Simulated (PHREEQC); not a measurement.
**Polishing slurry liquid: speciation**

Solution (25 °C): 0.0035 mol H2SO4, 3.2e-06 mol H4SiO4 and 3.4e-06 mol CO2 per kg of water. Closed to the air; pH follows from the charge balance.

Equilibrium calculation in PHREEQC: ion-association model, phreeqc.dat.

Each row changes one thing in this solution. This is a speciation only: nothing precipitates in the calculation.

```tsv
case	pH	ionic strength (mol/kgw)	SO4-2 (mol/kgw)	HSO4- (mol/kgw)	SI of Quartz (SiO2)
as made	2.26	0.00848	0.00249	0.00101	-1.51
0.0014 mol/kgw MnCl2 added	2.26	0.0120	0.00237	0.000919	-1.51
CO2 left out	2.26	0.00848	0.00249	0.00101	-1.51
CO2 from 3.4e-06 to 6.8e-06 mol/kgw	2.26	0.00848	0.00249	0.00101	-1.51
diluted 5-fold with water	2.90	0.00197	0.000632	6.77e-5	-2.21
H2SO4 replaced by K2SO4 at the same molality	6.04	0.0103	0.00339	2.20e-7	-1.51
0.00025 mol/kgw NaHCO3 added	2.28	0.00854	0.00252	0.000979	-1.51
```

Complexes and solids missing from the database can't appear.
